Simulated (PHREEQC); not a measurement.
Make-up at 20 °C: 0.031 mol/kgw FeCl3, 8.7e-05 mol/kgw ZnCl2 and 0.14 mol/kgw H2SO4. Closed to the air; pH follows from the charge balance.

Computed with PHREEQC (ion-association model, wateq4f.dat).

| quantity | before | after |
|---|---|---|
| pH | 0.86 | 1.41 |
| ionic strength (mol/kgw) | 0.262 | 0.130 |

Task: Which change was made?
(A) H2SO4 left out
(B) H2SO4 from 0.14 to 0.028 mol/kgw
(C) temperature from 20 to 85 °C
(D) temperature from 20 to 75 °C
(E) ZnCl2 replaced by MnCl2 at the same molality

Result: B, H2SO4 from 0.14 to 0.028 mol/kgw

Precipitation was switched off in this run. Some of these states are supersaturated (in Hematite (slow to form), Goethite (slow to form), for instance).
